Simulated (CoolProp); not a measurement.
n-pentane at 298.15 K and 7.33 MPa flows at 3 m/s in a round tube of 20 mm bore and 15 µm roughness, fully developed (64/Re and Nu = 3.66 if laminar; Colebrook and Gnielinski if turbulent). Each further row changes one setting.

Model: reference Helmholtz-energy equation of state, Thol 2019, in CoolProp.

| case | Reynolds number | Darcy friction factor | pressure drop (Pa/m) | heat-transfer coefficient (W/(m² K)) | mass flow (kg/h) |
|---|---|---|---|---|---|
| as stated | 190000 | 0.0201 | 2850 | 5560 | 2140 |
| velocity 6 m/s | 380000 | 0.0193 | 10900 | 10800 | 4280 |
| diameter 40 mm | 380000 | 0.0171 | 1220 | 4940 | 8550 |

Viscosity comes from a separate model (Quiñones-Cisneros 2006), older than the equation that it now runs on, and unchecked against measurements. Thermal conductivity comes from a separate model (Vassiliou 2015).
